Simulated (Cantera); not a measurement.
An isothermal, constant-pressure homogeneous reactor starts with 0.774 % H₂, 99.2 % O₂, at 1300 K and 0.0133 bar.

Model: GRI-Mech 3.0 (53 species, 325 reactions), integrated in Cantera. Radical loss at walls, strong at low pressure, is not modelled.

One state of this run: x H₂ = 8.36e-9; x O₂ = 0.992; x H₂O₂ = 6.54e-11; x O = 2.17e-6; x H₂O = 0.00776; x H = 1.25e-9. x: mole fraction; the columns are a selection and need not sum to one.

**Question.** Which value of t (s) does it belong to?
(A) 5.00e-6
(B) 80.0
(C) 12.7
(D) 2.01

**Answer.** B, 80.0
